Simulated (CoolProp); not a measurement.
Vapour-liquid equilibrium of m-xylene (1) + n-decane (2) at 0.000135 MPa; x and y are mole fractions of (1).

Values from CoolProp's multi-fluid Helmholtz-energy mixture model, Zhou 2012 and Lemmon 2006; pair parameters Bell 2016.

| x | bubble temperature, mixture model (°C) | bubble temperature, Raoult's law (°C) | y, mixture model | y, Raoult's law |
|---|---|---|---|---|
| 0.05 | 16.5 | 17.3 | 0.303 | 0.262 |
| 0.125 | ___ | 13.1 | ___ | 0.503 |
| 0.2 | 8.5 | 9.8 | 0.680 | 0.650 |
| 0.275 | 5.9 | 7.1 | 0.763 | 0.745 |
| 0.35 | ___ | 4.8 | 0.819 | 0.811 |
| 0.425 | ___ | 2.8 | 0.861 | 0.858 |
| 0.5 | 0.4 | 1.0 | 0.892 | 0.894 |
| 0.575 | -1.0 | -0.5 | 0.917 | 0.921 |
| 0.65 | -2.2 | -1.9 | 0.938 | 0.942 |
| 0.725 | -3.3 | -3.2 | 0.955 | 0.959 |
| 0.8 | -4.4 | -4.3 | 0.970 | 0.973 |
| 0.875 | ___ | -5.3 | 0.982 | 0.985 |
| 0.95 | -6.3 | -6.3 | 0.993 | 0.994 |

### Question
What belongs in the gaps?

### Answer

- 0.125, bubble temperature, mixture model (°C): 11.9
- 0.125, y, mixture model: 0.547
- 0.35, bubble temperature, mixture model (°C): 3.8
- 0.425, bubble temperature, mixture model (°C): 2.0
- 0.875, bubble temperature, mixture model (°C): -5.4

The largest gap from Raoult's law is -1.3 K in bubble temperature, at x = 0.2. No azeotrope shows between x = 0.05 and 0.95.

Pair parameters are fitted to limited data, so mixtures are less certain than the pure fluids.
